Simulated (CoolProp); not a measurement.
A simple Rankine cycle with ethanol: condensing at 318.15 K, boiler at 3.12 MPa, turbine inlet 619 K, turbine efficiency 0.7, pump efficiency 0.8, no recuperator. Each further row changes one setting.

Values from CoolProp's reference Helmholtz-energy equation of state, Schroeder 2014.

```
case                             thermal efficiency (%)  net work (kJ/kg)  heat in (kJ/kg)  turbine exit temperature (K)  volume ratio over the turbine
-------------------------------  ----------------------  ----------------  ---------------  ----------------------------  -----------------------------
as stated                                          20.6               300             1450                         464.9                            108
condensing temperature 310.15 K                    21.7               319             1470                         454.6                            160
boiler pressure 2.18 MPa                           19.5               286             1470                         477.6                           76.2
turbine efficiency 0.6                             17.6               256             1450                         486.5                            113
```
